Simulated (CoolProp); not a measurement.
R1132(E) along the isobar 6500 kPa: Z from the reference equation and from simpler models built on Tc = 348.8 K, pc = 5174 kPa, ω = 0.245; each cubic takes its own stable root.

Model: reference Helmholtz-energy equation of state, Akasaka 2024, in CoolProp.

```tsv
T (K)	phase	reference
300.4	liquid	0.1775
307.5	liquid	0.1783
314.6	liquid	0.1797
321.7	liquid	0.1820
328.8	liquid	0.1855
336	liquid	0.1910
343.1	liquid	0.1994
350.2	supercritical	0.2148
357.3	supercritical	0.2577
364.4	supercritical	0.3959
371.5	supercritical	0.5001
378.7	supercritical	0.5664
385.8	supercritical	0.6144
392.9	supercritical	0.6527
400	supercritical	0.6845
```

**Question.** How far does each simpler model (van der Waals, Soave-Redlich-Kwong, Peng-Robinson) lie from the reference over these 15 states: mean and median of the absolute difference, and the worst?

**Answer.** 
- van der Waals: mean 34.6 %, median 47.2 %, worst +59.7 % at 300.4 K and 6500 kPa
- Soave-Redlich-Kwong: mean 13.3 %, median 14.1 %, worst +25.0 % at 350.2 K and 6500 kPa
- Peng-Robinson: mean 4.4 %, median 2.1 %, worst +15.3 % at 357.3 K and 6500 kPa
